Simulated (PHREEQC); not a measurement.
A solution holds 0.063 mol NaHCO3, 8.5e-05 mol Na2CO3 and 0.024 mol NaCl per kg of water, at 25 °C and 10 atm. Closed to the air; pH follows from the charge balance.

Equilibrium calculation in PHREEQC: ion-association model, phreeqc.dat.

No solid was allowed to form.

Task: What pH, ionic strength, specific conductance does the model give?

Result: pH 8.05; ionic strength 0.0856 mol/kgw; specific conductance 7410 µS/cm.

Task: In which forms is Na present?

Result: Na+ 98 %, NaHCO3 2.0 % of the Na.
